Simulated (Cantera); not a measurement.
Source: NASA polynomial tables (part measured, part estimated), evaluated in Cantera. Values are per mole of reaction as written; species without (g) are pure solids or liquids, kept so even where they would boil at 1 bar.

a) 0.8 V + O2(g) → 0.4 V2O5
b) 0.8 Ta + O2(g) → 0.4 Ta2O5
c) 2 C + O2(g) → 2 CO(g)

Question: Order these by ΔG° at 2373 K, most negative first.

Answer: c (-634 kJ), b (-431 kJ), a (-273 kJ)
